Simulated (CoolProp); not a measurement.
The numbers come from the reference Helmholtz-energy equation of state, Lemmon 2005 in CoolProp. It is a short technical equation, of lower accuracy than the large ones.

Task: For cis-2-butene, give the phase and the density (kg/m³), Joule-Thomson coefficient (K/MPa), expansivity (1/kK) at 379.1 K and 1070 kPa.

Result: 
- 379.1 K and 1070 kPa: gas; density 22.7, Joule-Thomson coefficient 17.0, expansivity 4.69
